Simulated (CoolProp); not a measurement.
Model: reference Helmholtz-energy equation of state, Zhou 2012, in CoolProp.

**Question.** For m-xylene, give the phase and the speed of sound (m/s) at 206.15 °C and 1.01 bar.

**Answer.** 
- 206.15 °C and 1.01 bar: gas; speed of sound 194
